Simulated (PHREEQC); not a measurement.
Consider water at 20 °C with 0.082 mol Cu(NO3)2, 0.022 mol H2SO4 and 0.25 mol FeCl3 per kg of water. Closed to the air; pH follows from the charge balance.

The numbers come from PHREEQC with the ion-association model, phreeqc.dat.

Task: The ionic strength comes out as 0.990 mol/kgw. What activity coefficients do Fe+3, Fe(SO4)2-, NO3-, Cl-, HSO4- get?

Result: Fe+3 0.071, Fe(SO4)2- 0.79, NO3- 0.56, Cl- 0.61, HSO4- 0.79.

Precipitation was switched off in this run. Examples of supersaturated solids here: Hematite (slow to form), Goethite (slow to form). Others may be too. Ionic strength above about 0.7 mol/kgw puts this run outside the model's range.
